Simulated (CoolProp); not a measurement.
A single-stage vapour-compression cycle with methanol: evaporating at 293.15 K (dew point), condensing at 325.15 K (bubble point), superheat 10 K, subcooling 5 K, compressor efficiency 0.7, no pressure losses. Each further row changes one setting.

Values from CoolProp's reference Helmholtz-energy equation of state, de Reuck 1993.

```tsv
case	cooling COP	pressure ratio	discharge temperature (K)	refrigerating effect (kJ/kg)	volumetric capacity (kJ/m³)
as stated	5.77	4.66	428.7	1130	189
evaporating temperature 298.15 K	7.08	3.57	411.3	1140	245
condensing temperature 320.15 K	6.94	3.75	410.0	1140	192
subcooling 10 K	5.84	4.66	428.7	1140	192
superheat 20 K	5.65	4.66	442.7	1150	186
compressor efficiency 0.6	4.95	4.66	447.5	1130	189
```
